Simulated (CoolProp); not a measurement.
Vapour-liquid equilibrium of dimethyl carbonate (1) + n-nonane (2) at 753 kPa; x and y are mole fractions of (1).

Values from CoolProp's multi-fluid Helmholtz-energy mixture model, Zhou 2011 and Lemmon 2006; pair parameters Bell 2016.

```tsv
x	bubble temperature (K)	y at the bubble point	dew temperature at overall composition x (K)	liquid density (mol/L)
0.05	508.2	0.183	516.8	4.135
0.2	480.4	0.549	507.1	4.736
0.35	464.3	0.712	496.5	5.315
0.5	455.4	0.793	484.7	5.941
0.65	450.1	0.846	470.8	6.689
0.8	446.2	0.896	454.7	7.647
0.95	443.2	0.966	443.7	8.924
```

No azeotrope shows between x = 0.05 and 0.95.

Pair parameters are fitted to limited data, so mixtures are less certain than the pure fluids.
